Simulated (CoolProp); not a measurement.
Ethane along the isobar 65 bar: density (kg/m³) from the reference equation and from simpler models built on Tc = 32.2 °C, pc = 48.72 bar, ω = 0.099; each cubic takes its own stable root.

The numbers come from the reference Helmholtz-energy equation of state, Bücker 2006 in CoolProp.

```csv
T (°C),phase,reference,van der Waals,Redlich-Kwong,Soave-Redlich-Kwong,Peng-Robinson
-124.05,liquid,590.3,387.3,570.2,569.3,639.8
-104.15,liquid,567.9,374.9,548.5,549.1,618.1
-84.15,liquid,544.5,361.6,524.4,526.5,593.4
-64.25,liquid,520.0,347.2,497.6,501.1,565.5
-44.25,liquid,493.3,331.3,467.5,471.9,533.0
-24.35,liquid,463.9,313.4,433.3,438.3,494.9
-4.35,liquid,429.6,292.4,393.0,397.8,448.3
15.55,liquid,386.2,266.6,342.9,346.3,388.3
35.55,supercritical,315.7,230.5,270.1,268.8,296.3
55.45,supercritical,148.5,163.3,148.8,142.4,151.4
75.45,supercritical,105.3,111.6,106.6,103.3,108.7
95.35,supercritical,88.02,92.36,89.20,86.69,90.60
```
